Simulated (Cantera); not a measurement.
Charge: 1 mol Cu, 0.32 mol H2O, 4.5 mol N2, equilibrated at 1798.15 K and 0.585 Torr.

Cantera equilibrium calculation (NASA polynomials, part measured and part estimated; ideal gas, pure solids and liquids). Candidate condensed phases: Cu, CuO, Cu(OH)2, Cu2O, H2O; 27 gas species. Kinetics and transport are ignored.

Base state: N2 0.771, Cu 0.171, H2O 0.0513, H2 0.00285, O2 0.00116, OH 0.000797, H 0.000674, NO 0.000304 (mole fractions); condensed: gas only.

Problem. What changes in the equilibrium state with this change: pressure from 0.585 Torr to 1.35 Torr?

Solution. 
| species | before | after |
|---|---|---|
| N2 | 0.771 | 0.772 |
| Cu | 0.171 | 0.171 |
| H2O | 0.0513 | 0.0522 |
| H2 | 0.00285 | 0.00221 |
| Cu2 | 8.21e-5 | 0.000189 |
| O | 0.000146 | 8.29e-5 |
| H | 0.000674 | 0.000391 |
| O2 | 0.00116 | 0.000866 |

Problem. What changes in the equilibrium state with this change: temperature from 1798.15 K to 1900 K?

Solution. 
| species | before | after |
|---|---|---|
| N2 | 0.771 | 0.769 |
| Cu | 0.171 | 0.171 |
| H2O | 0.0513 | 0.0480 |
| H2 | 0.00285 | 0.00495 |
| O | 0.000146 | 0.000483 |
| H | 0.000674 | 0.00200 |
| Cu2 | 8.21e-5 | 4.06e-5 |
| OH | 0.000797 | 0.00159 |
| NO | 0.000304 | 0.000559 |
